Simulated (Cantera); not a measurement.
BCl3 + NH3 + H2 (boron, boron nitride and boron oxide)

A closed system holds: 1 mol BCl3, 0.47 mol NH3, 30 mol H2, held at 430 Pa.

These are equilibrium values from Cantera (NASA tables, ideal gas, pure condensed phases), not measurements of a reactor. Candidate condensed phases: B, BN, NH4Cl; 21 gas species. Mutual solubility and eutectic melting of coexisting phases are not modelled. The tables' values for BCl, BCl2, BH2 are old estimates; treat these amounts as uncertain. Gases not in the tables: BHCl2. Kinetics and transport are ignored.

From 1273 K to 1723 K the condensed part is B(s) + BN(s). The share of B in condensed phases is highest at 1423 K (98.4 %) and lowest at 1723 K (87.6 %).

```csv
T (K),log p H2,log p HCl,log p BCl,log p H,log p BCl3,log p N2,n B(s),n BN(s)
1273,-2.41,-3.41,-7.28,-7.35,-5.35,-11.37,0.495,0.470
1323,-2.41,-3.41,-6.91,-7.00,-5.52,-10.59,0.506,0.470
1373,-2.41,-3.40,-6.58,-6.68,-5.68,-9.87,0.512,0.470
1423,-2.41,-3.40,-6.27,-6.38,-5.83,-9.20,0.514,0.470
1473,-2.41,-3.40,-5.98,-6.10,-5.98,-8.58,0.513,0.470
1523,-2.41,-3.40,-5.71,-5.84,-6.12,-8.00,0.508,0.470
1573,-2.41,-3.40,-5.46,-5.60,-6.25,-7.46,0.497,0.469
1623,-2.41,-3.41,-5.23,-5.37,-6.38,-6.95,0.480,0.468
1673,-2.41,-3.41,-5.01,-5.15,-6.51,-6.47,0.455,0.465
1723,-2.41,-3.42,-4.81,-4.94,-6.64,-6.02,0.421,0.456
```
log p: log10 of the partial pressure in bar; n: condensed amount in mol.
